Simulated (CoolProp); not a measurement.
Model: reference Helmholtz-energy equation of state, Akasaka 2023, in CoolProp.

For R1224YDZ, give the phase and the Z, cp (kJ/(kg K)) at 224.1 K and 208 kPa; 224.1 K and 1250 kPa.


- 224.1 K and 208 kPa: liquid; Z 0.0107, cp 1.04
- 224.1 K and 1250 kPa: liquid; Z 0.0643, cp 1.03
